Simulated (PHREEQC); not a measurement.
Solution (25 °C): 2.1 mmol/kgw Fe(NO3)3. Closed to the air; pH follows from the charge balance.

Equilibrium calculation in PHREEQC: ion-association model, phreeqc.dat.

```tsv
quantity	before	after
pH	2.78	7.00
ionic strength (mol/kgw)	0.00960	0.00210
```

**Question.** What was changed between the two runs?
(A) 4.3e-05 mol/kgw Ca(OH)2 added
(B) Fe(NO3)3 from 0.0021 to 0.00042 mol/kgw
(C) Fe(NO3)3 from 0.0021 to 0.021 mol/kgw
(D) Fe(NO3)3 replaced by KNO3 at the same molality
(E) temperature from 25 to 85 °C

**Answer.** D, Fe(NO3)3 replaced by KNO3 at the same molality

Precipitation was switched off in this run. Some of these states are supersaturated (in Hematite (slow to form), Goethite (slow to form), for instance).
